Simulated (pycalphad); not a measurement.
## Freezing of Si-Al alloys with rising Al

Computed with pycalphad from the COST 507 light-alloy database (1999), at 1 atm. The data set is of 1999 and partly superseded. Phase fractions are per mole of atoms.

Scheil-Gulliver runs (no diffusion in the solid, steps of 4 K) beside full equilibrium.

```json
[
 {"alloy": "Si-11.73Al (wt.%)", "liquidus (K)": "1627", "Scheil, half solid (K)": "1554", "Scheil, 80 % solid (K)": "1218", "Scheil, invariant end (K)": "850", "liquid left at that end": "0.14", "equilibrium solidus (K)": "850"},
 {"alloy": "Si-47.6Al (wt.%)", "liquidus (K)": "1350", "Scheil, half solid (K)": "at the invariant end", "Scheil, 80 % solid (K)": "at the invariant end", "Scheil, invariant end (K)": "850", "liquid left at that end": "0.55", "equilibrium solidus (K)": "850"},
 {"alloy": "Si-72.1Al (wt.%)", "liquidus (K)": "…", "Scheil, half solid (K)": "at the invariant end", "Scheil, 80 % solid (K)": "at the invariant end", "Scheil, invariant end (K)": "850", "liquid left at that end": "…", "equilibrium solidus (K)": "850"}
]
```

What belongs in the gaps?


- Si-72.1Al (wt.%), liquidus (K): 1068
- Si-72.1Al (wt.%), liquid left at that end: 0.83
